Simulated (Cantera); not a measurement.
Charge: 1 mol CuO, 0.75 mol CH4, 8.1 mol N2, at 75.0 Torr.

Cantera equilibrium calculation (NASA polynomials, part measured and part estimated; ideal gas, pure solids and liquids). Candidate condensed phases: C, C6H6, C7H8, C8H18, Cu, CuO, Cu(OH)2, Cu2O, H2O; 139 gas species. Equilibrium is a limit: real reactors are often held back by kinetics, nucleation or transport.

Q: Which condensed phases are stable at each of these points (T (°C)): 650, 850, 1050, 1250, 1450, 1650, 1850, 2050, 2250?

A: 
| T (°C) | condensed phases | Cu condensed (%) |
|---|---|---|
| 650 | Cu(s) | 100.0 |
| 850 | Cu(s) | 100.0 |
| 1050 | Cu(s) | 100.0 |
| 1250 | Cu(l) | 99.9 |
| 1450 | Cu(l) | 97.8 |
| 1650 | Cu(l) | 78.3 |
| 1850 | gas only | 0.0 |
| 2050 | gas only | 0.0 |
| 2250 | gas only | 0.0 |

From 650 °C to 1050 °C the condensed part is Cu(s). From 1250 °C to 1650 °C the condensed part is Cu(l). From 1850 °C to 2250 °C nothing is condensed.
